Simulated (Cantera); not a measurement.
A perfectly stirred reactor is fed with CH₄ : C₂H₆ : O₂ : N₂ : H₂O = 1 : 0.23 : 1.65 : 6.2 : 2.7 (molar parts), at 4.93 atm; it is adiabatic with a 400 K inlet, and is followed from long to short residence time, starting on the burning branch (τ in s: 0.08, 0.026, 0.0086, 0.0028, 0.00092, 0.0003, 9.9e-05, 3.2e-05, 1.1e-05).

Cantera simulation using GRI-Mech 3.0 (53 species, 325 reactions); the numbers are that mechanism's predictions, not measurements.

Problem. What does this change do: 0.23 parts CO2 added?

Solution. 
| quantity | before | after |
|---|---|---|
| blow-out, bracketed by the residence times tried | burning at 8.60 ms, out at 2.80 ms | burning at 8.60 ms, out at 2.80 ms |
| x(CH₄) at τ = 80.0 ms | 0.0160 | 0.0162 |
| x(C₂H₆) at τ = 80.0 ms | 5.96e-5 | 7.81e-5 |
| x(O₂) at τ = 80.0 ms | 0.00191 | 0.00232 |
| x(CH₂CO) at τ = 80.0 ms | 6.55e-5 | 8.31e-5 |
| x(CH₂O) at τ = 80.0 ms | 1.70e-5 | 2.12e-5 |
| x(CH₄) at τ = 0.920 ms | 0.0849 | 0.0833 |
| x(C₂H₆) at τ = 0.920 ms | 0.0195 | 0.0192 |
| x(O₂) at τ = 0.920 ms | 0.140 | 0.137 |
| x(CH₂CO) at τ = 0.920 ms | <1e-12 | <1e-12 |
| x(CH₂O) at τ = 0.920 ms | <1e-12 | <1e-12 |

Problem. What does this change do: inlet temperature 400 to 475 K?

Solution. 
```
quantity                                                                      before                                after
------------------------------------------------  ----------------------------------  -----------------------------------
blow-out, bracketed by the residence times tried  burning at 8.60 ms, out at 2.80 ms  burning at 2.80 ms, out at 0.920 ms
x(CH₄) at τ = 80.0 ms                                                         0.0160                               0.0140
x(C₂H₆) at τ = 80.0 ms                                                       5.96e-5                              3.64e-5
x(O₂) at τ = 80.0 ms                                                         0.00191                              0.00134
x(CH₂CO) at τ = 80.0 ms                                                      6.55e-5                              4.33e-5
x(CH₂O) at τ = 80.0 ms                                                       1.70e-5                              1.23e-5
x(CH₄) at τ = 0.920 ms                                                        0.0849                               0.0849
x(C₂H₆) at τ = 0.920 ms                                                       0.0195                               0.0195
x(O₂) at τ = 0.920 ms                                                          0.140                                0.140
x(CH₂CO) at τ = 0.920 ms                                                      <1e-12                               <1e-12
x(CH₂O) at τ = 0.920 ms                                                       <1e-12                               <1e-12
```

Problem. What does this change do: pressure from 4.93 atm to 1.00 atm?

Solution. 
| quantity | before | after |
|---|---|---|
| blow-out, bracketed by the residence times tried | burning at 8.60 ms, out at 2.80 ms | burning at 26.0 ms, out at 8.60 ms |
| x(CH₄) at τ = 80.0 ms | 0.0160 | 0.0119 |
| x(C₂H₆) at τ = 80.0 ms | 5.96e-5 | 9.67e-5 |
| x(O₂) at τ = 80.0 ms | 0.00191 | 0.00345 |
| x(CH₂CO) at τ = 80.0 ms | 6.55e-5 | 0.000131 |
| x(CH₂O) at τ = 80.0 ms | 1.70e-5 | 1.96e-5 |
| x(CH₄) at τ = 0.920 ms | 0.0849 | 0.0849 |
| x(C₂H₆) at τ = 0.920 ms | 0.0195 | 0.0195 |
| x(O₂) at τ = 0.920 ms | 0.140 | 0.140 |
| x(CH₂CO) at τ = 0.920 ms | <1e-12 | <1e-12 |
| x(CH₂O) at τ = 0.920 ms | <1e-12 | <1e-12 |
